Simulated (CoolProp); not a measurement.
Properties of R1132(E) at several states (Tc = 75.7 °C, pc = 5.174 MPa, ω = 0.245).

Values from CoolProp's reference Helmholtz-energy equation of state, Akasaka 2024.

```json
[
 {"T (°C)": "14.45", "p (MPa)": "0.371", "phase": "gas", "density (kg/m³)": "(withheld)", "speed of sound (m/s)": "201.1"},
 {"T (°C)": "42.55", "p (MPa)": "6.5", "phase": "liquid", "density (kg/m³)": "(withheld)", "speed of sound (m/s)": "(withheld)"},
 {"T (°C)": "60.55", "p (MPa)": "0.0374", "phase": "gas", "density (kg/m³)": "0.8657", "speed of sound (m/s)": "(withheld)"}
]
```

### Question
What belongs in the gaps?

### Answer

- 14.45, density (kg/m³): 10.46
- 42.55, density (kg/m³): 881.0
- 42.55, speed of sound (m/s): 465.8
- 60.55, speed of sound (m/s): 222.7
